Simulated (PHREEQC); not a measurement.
A solution holds 0.001 mol/kgw H2SO4, 0.054 mol/kgw Na2CO3 and 0.00016 mol/kgw Na3PO4, at 25 °C. Closed to the air; pH follows from the charge balance.

All values are PHREEQC results (ion-association model, phreeqc.dat), not measurements.

| quantity | before | after |
|---|---|---|
| pH | 11.00 | 11.11 |
| ionic strength (mol/kgw) | 0.122 | 0.127 |
| Na+ (mol/kgw) | 0.0891 | 0.0917 |
| CO3-2 (mol/kgw) | 0.0316 | 0.0344 |
| NaCO3- (mol/kgw) | 0.0192 | 0.0165 |
| HCO3- (mol/kgw) | 0.00314 | 0.00296 |

Problem. Name the change that produced these shifts.
(A) Na3PO4 from 0.00016 to 3.2e-05 mol/kgw
(B) diluted 2-fold with water
(C) H2SO4 left out
(D) temperature from 25 to 20 °C
(E) Na2CO3 from 0.054 to 0.081 mol/kgw

Solution. D, temperature from 25 to 20 °C

Precipitation was switched off in this run.
